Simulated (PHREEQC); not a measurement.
**Buffer: speciation**

A solution holds 68 mmol/kgw NH4Cl, 0.86 mmol/kgw NH3 and 0.065 mmol/kgw KCl, at 20 °C. Closed to the air; pH follows from the charge balance.

Computed with PHREEQC (ion-association model, phreeqc.dat).

No solid was allowed to form.

Task: Estimate the pH, specific conductance, density.

Result: pH 7.62; specific conductance 7800 µS/cm; density 0.999 g/cm³.

Task: In which forms is N present?

Result: NH4+ 99 %, NH3 1.2 % of the N.

Complexes and solids missing from the database can't appear.
